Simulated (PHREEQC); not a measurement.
Synthetic water in mmol/kgw, 57 °C, pH 7.97, pe 10.5:

```tsv
constituent	mmol/kgw
Na	0.341
K	0.308
Ca	0.361
Mg	0.0625
Cl	0.472
S(6)	0.47
Alkalinity (meq/kgw)	0.0473
O(0) (counted as O atoms)	0.000815
```

Valence states are taken as typed.

Computed with PHREEQC (ion-association model, phreeqc.dat).

**Question.** The ionic strength comes out as 0.00225 mol/kgw. What activity coefficients do Ca+2, K+, Na+, HCO3-, OH- get?

**Answer.** Ca+2 0.80, K+ 0.95, Na+ 0.95, HCO3- 0.95, OH- 0.95.

Precipitation was switched off in this run. Complexes and solids missing from the database can't appear. At this temperature some constants are extrapolated from 25 °C, and those without enthalpy data are left unchanged.
